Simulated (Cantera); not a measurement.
An adiabatic, constant-volume homogeneous reactor starts with CH4 : O2 : N2 = 1 : 2.86 : 10.7 (molar parts), at 1050 K and 2.40 bar. Integrator tolerance rtol = 1e-08.

Computed with Cantera and GRI-Mech 3.0 (53 species, 325 reactions).

| quantity | before | after |
|---|---|---|
| time of steepest temperature rise | 0.151 s | 60.3 ms |
| temperature at 1.00 s | 2626 K | 2656 K |
| equilibrium temperature | 2626 K | 2656 K |
| x(CH4) at 1.00 s | <1e-12 (gas-phase equilibrium <1e-12) | <1e-12 (gas-phase equilibrium <1e-12) |
| x(O2) at 1.00 s | 0.0529 (gas-phase equilibrium 0.0529) | 0.0522 (gas-phase equilibrium 0.0522) |
| x(H) at 1.00 s | 0.000857 (gas-phase equilibrium 0.000857) | 0.000554 (gas-phase equilibrium 0.000554) |
| x(HCN) at 1.00 s | 7.41e-11 (gas-phase equilibrium 7.41e-11) | 8.86e-11 (gas-phase equilibrium 8.86e-11) |
| x(HO2) at 1.00 s | 1.23e-5 (gas-phase equilibrium 1.23e-5) | 1.62e-5 (gas-phase equilibrium 1.62e-5) |
| x(O) at 1.00 s | 0.00246 (gas-phase equilibrium 0.00246) | 0.00183 (gas-phase equilibrium 0.00183) |
| x(CH2) at 1.00 s | <1e-12 (gas-phase equilibrium <1e-12) | <1e-12 (gas-phase equilibrium <1e-12) |

**Question.** What was changed between the two runs?
(A) initial temperature 1050 to 1500 K
(B) initial temperature 1050 to 1175 K
(C) initial temperature 1050 to 1325 K
(D) pressure from 2.40 bar to 5.50 bar

**Answer.** D, pressure from 2.40 bar to 5.50 bar
